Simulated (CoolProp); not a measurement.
A simple Rankine cycle with trans-2-butene: condensing at 316.15 K, boiler at 1.12 MPa, turbine inlet 363.8 K, turbine efficiency 0.65, pump efficiency 0.8, no recuperator. Each further row changes one setting.

Values from CoolProp's reference Helmholtz-energy equation of state, Lemmon 2005. It is a short technical equation, of lower accuracy than the large ones.

| case | thermal efficiency (%) | net work (kJ/kg) | heat in (kJ/kg) | turbine exit temperature (K) | volume ratio over the turbine |
|---|---|---|---|---|---|
| as stated | 6.6 | 27.8 | 422 | 334.2 | 2.95 |
| turbine inlet 383.8 K | 6.6 | 30.6 | 465 | 356.0 | 2.89 |
| condensing temperature 308.15 K | 7.7 | 34.1 | 441 | 328.8 | 3.71 |
| boiler pressure 0.784 MPa | 4.5 | 19.7 | 436 | 346.1 | 1.99 |
| turbine efficiency 0.55 | 5.5 | 23.3 | 422 | 336.6 | 2.98 |
